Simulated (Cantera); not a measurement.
Input (Python, Cantera) and output of one run.

```python
import numpy as np
import cantera as ct

gas_names = """
    FeCL3 CL2 FeCL2 Fe2CL6 CL
""".split()
cond_names = """
    FeCL2(s) FeCL2(L)
""".split()


def load(file, names, dense=False):
    # The tables refer to 1 bar. Condensed volumes are neglected.
    table = {s.name: s for s in ct.Species.list_from_file(file)}
    out = []
    for n in names:
        d = dict(table[n].input_data)
        d["thermo"] = dict(d["thermo"], **{"reference-pressure": 1e5})
        if dense:
            d["equation-of-state"] = {"model": "constant-volume", "density": "1e6 g/cm^3"}
        out.append(ct.Species.from_dict(d))
    return out


species = {s.name: s for s in load("nasa_gas.yaml", gas_names) + load("nasa_condensed.yaml", cond_names)}
# Each term lists the table entries of one substance; the one whose range holds T is used.
reactions = {
    '2 FeCl3(g) = Cl2(g) + 2 FeCl2(g)':
        [(-2, ['FeCL3']), (1, ['CL2']), (2, ['FeCL2'])],
    '2 FeCl3(g) = Fe2Cl6(g)':
        [(-2, ['FeCL3']), (1, ['Fe2CL6'])],
    '2 FeCl3(g) = 2 FeCl2 + Cl2(g)':
        [(-2, ['FeCL3']), (2, ['FeCL2(s)', 'FeCL2(L)']), (1, ['CL2'])],
    'Cl(g) + FeCl2 = FeCl3(g)':
        [(-1, ['CL']), (-1, ['FeCL2(s)', 'FeCL2(L)']), (1, ['FeCL3'])],
}


def pick(names, T):
    return next(species[n] for n in names if species[n].thermo.min_temp <= T <= species[n].thermo.max_temp)


results = []
for label, terms in reactions.items():
    print(label)
    print("     T/K   dH/kJ  dS/(J/K)   dG/kJ   log10 K")
    for T in [300, 375, 425, 475, 525, 575]:
        used = [(nu, pick(names, T)) for nu, names in terms]
        dH = sum(nu * s.thermo.h(T) for nu, s in used) / 1e6
        dS = sum(nu * s.thermo.s(T) for nu, s in used) / 1e3
        dG = dH - T * dS / 1e3
        logK = -dG * 1e6 / (ct.gas_constant * T * np.log(10))
        results.append((label, T, dH, dS, dG, logK, [s.name for _, s in used]))
        print(f"{T:8g} {dH:8.1f} {dS:8.1f} {dG:8.1f} {logK:8.2f}")
```

It prints:

```
2 FeCl3(g) = Cl2(g) + 2 FeCl2(g)
     T/K   dH/kJ  dS/(J/K)   dG/kJ   log10 K
     300    224.2    133.2    184.3   -32.08
     375    223.8    131.8    174.3   -24.28
     425    223.5    131.1    167.8   -20.62
     475    223.2    130.5    161.2   -17.73
     525    223.0    130.0    154.7   -15.39
     575    222.7    129.5    148.2   -13.46
2 FeCl3(g) = Fe2Cl6(g)
     T/K   dH/kJ  dS/(J/K)   dG/kJ   log10 K
     300   -148.1   -151.4   -102.7    17.88
     375   -146.7   -147.3    -91.5    12.74
     425   -145.8   -145.0    -84.2    10.35
     475   -144.9   -143.0    -77.0     8.47
     525   -144.0   -141.3    -69.9     6.95
     575   -143.2   -139.7    -62.9     5.71
2 FeCl3(g) = 2 FeCl2 + Cl2(g)
     T/K   dH/kJ  dS/(J/K)   dG/kJ   log10 K
     300   -177.4   -229.3   -108.6    18.91
     375   -174.9   -221.9    -91.7    12.77
     425   -173.2   -217.6    -80.7     9.92
     475   -171.4   -213.6    -69.9     7.69
     525   -169.5   -209.8    -59.3     5.90
     575   -167.6   -206.4    -48.9     4.45
Cl(g) + FeCl2 = FeCl3(g)
     T/K   dH/kJ  dS/(J/K)   dG/kJ   log10 K
     300    -32.6     61.0    -50.9     8.86
     375    -34.2     56.2    -55.3     7.70
     425    -35.3     53.4    -58.0     7.13
     475    -36.5     50.9    -60.6     6.67
     525    -37.6     48.6    -63.1     6.28
     575    -38.8     46.4    -65.5     5.95
```

Cantera with NASA thermochemical tables; ideal gases at 1 bar, condensed phases pure. Condensed species are held in their standard states even where they would react or evaporate.
